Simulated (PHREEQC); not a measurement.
A solution holds 0.0061 mol/kgw Na2S, 0.053 mol/kgw NaHCO3 and 0.00087 mol/kgw ZnCl2, at 20 °C. Closed to the air; pH follows from the charge balance.

Model: ion-association model, phreeqc.dat, run in PHREEQC.

| quantity | before | after |
|---|---|---|
| pH | 9.09 | 8.80 |
| ionic strength (mol/kgw) | 0.0668 | 0.0595 |
| Na+ (mol/kgw) | 0.0624 | 0.0572 |
| HCO3- (mol/kgw) | 0.0457 | 0.0486 |
| CO3-2 (mol/kgw) | 0.00443 | 0.00234 |
| HS- (mol/kgw) | 0.00428 | 0.00128 |

What was changed between the two runs?
A) ZnCl2 left out
B) NaHCO3 from 0.053 to 0.53 mol/kgw
C) diluted 10-fold with water
D) ZnCl2 from 0.00087 to 0.000957 mol/kgw
E) Na2S from 0.0061 to 0.00305 mol/kgw

E, Na2S from 0.0061 to 0.00305 mol/kgw

This is a speciation only: nothing precipitates in the calculation. Some of these states are supersaturated (in Sphalerite (slow to form), for instance).
